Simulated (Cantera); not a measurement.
Input (Python, Cantera):

```python
import numpy as np
import cantera as ct

gas = ct.Solution("gri30.yaml")
gas.TPX = 473, 100000, {'CH3OH': 1, 'O2': 1.5, 'N2': 5.64}
flame = ct.FreeFlame(gas, width=0.04)
flame.set_refine_criteria(ratio=3, slope=0.08, curve=0.16)
flame.transport_model = "mixture-averaged"
flame.solve(loglevel=0, auto=True)
flame.transport_model = "multicomponent"
flame.soret_enabled = False
flame.solve(loglevel=0, refine_grid=True)
z, T = flame.grid, flame.T
thick = (T[-1] - T[0]) / np.gradient(T, z).max()
show = ['CH3OH', 'O2', 'OH', 'C2H4', 'HCO', 'C2H2']
print(f"laminar burning velocity  {flame.velocity[0] * 100:.3f} cm/s")
print(f"burnt temperature         {T[-1]:.1f} K")
print(f"thermal thickness         {thick * 1e3:.4f} mm")
print(f"grid points               {len(z)}")
z0 = z[flame.heat_release_rate.argmax()]
print(f"{'z/mm':>9s}{'T/K':>9s}{'u/(m/s)':>9s}" + "".join(f"{s:>11s}" for s in show))
rows = []
for k in (-3, -2, -1.5, -1, -0.5, -0.25, 0, 0.25, 0.5, 1, 2, 4, 8):
    zz = z0 + k * thick
    rows.append([k * thick, np.interp(zz, z, T), np.interp(zz, z, flame.velocity),
                 *(np.interp(zz, z, flame.X[gas.species_index(s)]) for s in show)])
    print(f"{rows[-1][0] * 1e3:9.3f}{rows[-1][1]:9.1f}{rows[-1][2]:9.3f}" + "".join(f"{x:11.3e}" for x in rows[-1][3:]))
```

Output:

```
laminar burning velocity  89.631 cm/s
burnt temperature         2310.2 K
thermal thickness         0.2970 mm
grid points               132
     z/mm      T/K  u/(m/s)      CH3OH         O2         OH       C2H4        HCO       C2H2
   -0.891    473.1    0.898  1.227e-01  1.840e-01 -3.870e-16  1.526e-11 -1.593e-17  5.286e-12
   -0.594    475.2    0.904  1.223e-01  1.833e-01  1.718e-14  4.202e-10  3.366e-17  1.373e-10
   -0.445    481.4    0.919  1.217e-01  1.821e-01  1.963e-13  1.970e-09  6.396e-16  6.294e-10
   -0.297    533.3    1.029  1.186e-01  1.766e-01  2.857e-11  2.291e-08  3.842e-13  6.931e-09
   -0.148    862.3    1.716  9.275e-02  1.475e-01  2.431e-07  2.678e-07  2.420e-08  7.724e-08
   -0.074   1239.9    2.543  5.289e-02  1.124e-01  4.517e-05  6.961e-07  1.166e-05  1.997e-07
    0.000   1656.7    3.504  7.428e-03  7.145e-02  1.608e-03  1.238e-06  2.458e-04  4.088e-07
    0.074   1800.4    3.821  5.840e-05  4.662e-02  5.847e-03  2.015e-07  2.333e-05  1.681e-07
    0.148   1851.4    3.910  1.104e-07  3.429e-02  8.532e-03  6.112e-09  3.524e-07  1.235e-08
    0.297   1922.2    4.026  4.705e-11  2.604e-02  9.950e-03  5.748e-12  9.840e-08  3.191e-11
    0.594   2008.2    4.176  6.976e-15  2.147e-02  1.005e-02 -7.843e-16  5.577e-08 -2.930e-17
    1.188   2099.9    4.342  1.503e-16  1.782e-02  9.312e-03  1.225e-16  2.889e-08  3.522e-16
    2.376   2183.1    4.489  6.121e-17  1.431e-02  8.037e-03  6.143e-18  1.322e-08  1.999e-17
```

Detailed kinetics in Cantera: GRI-Mech 3.0 (53 species, 325 reactions). GRI-Mech 3.0 was tuned for natural gas; its chemistry of methanol as a main component is partial and can be far from experiment. Burning velocities carry a grid error of a few per cent, more on coarse grids.
